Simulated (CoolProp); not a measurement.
Tetrahydrofuran at 322.93 K and 0.0401 MPa is compressed adiabatically to 0.0912 MPa with isentropic efficiency 0.85. Each further row changes one setting.

Computed with CoolProp (reference Helmholtz-energy equation of state, Fiedler 2023).

| case | work (kJ/kg) | final temperature (K) | final density (kg/m³) |
|---|---|---|---|
| as stated | 36.8 | 354.0 | 2.28 |
| efficiency 1 | 31.3 | 349.7 | 2.31 |
| efficiency 0.65 | 48.2 | 362.5 | 2.23 |
